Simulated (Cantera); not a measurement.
## Thermodynamics of carbon deposition, reforming and gasification, feed C3H6 + H2O + H2

Input: 1 mol C3H6, 5.3 mol H2O, 0.74 mol H2, held at 1.00 bar.

Cantera equilibrium calculation (NASA polynomials, part measured and part estimated; ideal gas, pure solids and liquids). Candidate condensed phases: C, C6H6, C7H8, C8H18, H2O; 110 gas species. The numbers say what is thermodynamically allowed, not how fast it happens.

From 352 °C to 2152 °C nothing is condensed. The main C-bearing gas is CH4 at 352 °C and CO at 2152 °C.

```json
[
 {"T (°C)": "352", "x H2": "0.0848", "x H2O": "0.515", "x CH4": "0.304", "x CO": "0.000764", "x CO2": "0.0961", "x H": "<1e-12"},
 {"T (°C)": "552", "x H2": "0.407", "x H2O": "0.271", "x CH4": "0.147", "x CO": "0.0519", "x CO2": "0.123", "x H": "5.06e-12"},
 {"T (°C)": "752", "x H2": "0.606", "x H2O": "0.142", "x CH4": "0.00579", "x CO": "0.189", "x CO2": "0.0573", "x H": "3.39e-9"},
 {"T (°C)": "952", "x H2": "0.597", "x H2O": "0.154", "x CH4": "7.56e-5", "x CO": "0.212", "x CO2": "0.0372", "x H": "2.41e-7"},
 {"T (°C)": "1152", "x H2": "0.587", "x H2O": "0.164", "x CH4": "3.14e-6", "x CO": "0.222", "x CO2": "0.0272", "x H": "5.23e-6"},
 {"T (°C)": "1352", "x H2": "0.581", "x H2O": "0.170", "x CH4": "2.90e-7", "x CO": "0.228", "x CO2": "0.0214", "x H": "5.38e-5"},
 {"T (°C)": "1552", "x H2": "0.577", "x H2O": "0.173", "x CH4": "4.60e-8", "x CO": "0.231", "x CO2": "0.0177", "x H": "0.000335"},
 {"T (°C)": "1752", "x H2": "0.574", "x H2O": "0.176", "x CH4": "1.06e-8", "x CO": "0.234", "x CO2": "0.0153", "x H": "0.00146"},
 {"T (°C)": "1952", "x H2": "0.570", "x H2O": "0.177", "x CH4": "3.22e-9", "x CO": "0.235", "x CO2": "0.0136", "x H": "0.00489"},
 {"T (°C)": "2152", "x H2": "0.562", "x H2O": "0.177", "x CH4": "1.18e-9", "x CO": "0.235", "x CO2": "0.0123", "x H": "0.0134"}
]
```
x: gas mole fraction; nothing condenses.
